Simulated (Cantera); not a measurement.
A diamond (100) surface in a fixed gas of H2 with x(CH4) = 0.012, x(H) = 0.00026, at 1075 K, 7.50 Torr; coverages are run to steady state.

Computed with Cantera and the Harris–Goodwin 1993 mechanism for the reconstructed diamond (100) surface.

One state of this run: growth (µm/h) = 0.0277; θ c6HH = 0.560; θ c6H* = 0.0238; θ c6*H = 0.400; θ c6** = 0.00939; θ c6HM = 0.00387. θ: site fractions in the mechanism's names (c6HH fully hydrogenated, c6H* and c6*H radical sites, c6** diradical, c6HM methylated).

Which value of x(CH3) does it belong to?
(A) 6.7e-05
(B) 0.0016
(C) 0.0045
(D) 0.00055

A, 6.7e-05
